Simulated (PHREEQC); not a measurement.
Make-up at 86 °C: 83 mmol/kgw NaHSO4, 7.2 mmol/kgw Na2SO4, 0.19 mmol/kgw KHSO4 and 100 mmol/kgw K3PO4. Closed to the air; pH follows from the charge balance.

All values are PHREEQC results (ion-association model, wateq4f.dat), not measurements.

No solid was allowed to form.

What pH does the model give?

pH 10.09.

In which forms is S present?

SO4-2 56 %, KSO4- 38 %, NaSO4- 6.0 % of the S.

H3PO4, which wateq4f.dat lacks, is added to it with the constant of phreeqc.dat. Constants without temperature data keep their 25 °C values here.
